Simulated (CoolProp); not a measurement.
Vapour-liquid equilibrium of n-perfluorobutane (1) + R365MFC (2) at 0.253 MPa; x and y are mole fractions of (1).

The numbers come from the multi-fluid Helmholtz-energy mixture model, Gao 2022 and Lemmon 2016; pair parameters Bell 2016 in CoolProp.

```csv
x,bubble temperature (°C),y at the bubble point,dew temperature at overall composition x (°C),liquid density (mol/L)
0.05,54.6,0.356,66.6,7.890
0.15,40.0,(withheld),(withheld),7.823
0.25,33.9,0.718,59.1,(withheld)
0.35,30.9,0.759,54.8,7.429
0.45,29.2,0.785,50.1,7.214
0.55,27.8,0.807,44.7,7.011
0.65,(withheld),0.831,38.6,6.825
0.75,25.5,0.861,31.5,6.657
0.85,24.5,0.902,25.9,6.507
0.95,23.6,0.961,23.7,6.373
```

Q: Complete the blanks.

A: 
- 0.15, y at the bubble point: 0.628
- 0.15, dew temperature at overall composition x (°C): 63.0
- 0.25, liquid density (mol/L): 7.642
- 0.65, bubble temperature (°C): 26.7

No azeotrope shows between x = 0.05 and 0.95.

Pair parameters are fitted to limited data, so mixtures are less certain than the pure fluids. With so large a gap from Raoult's law the liquid may split in two, which this calculation doesn't test in full.
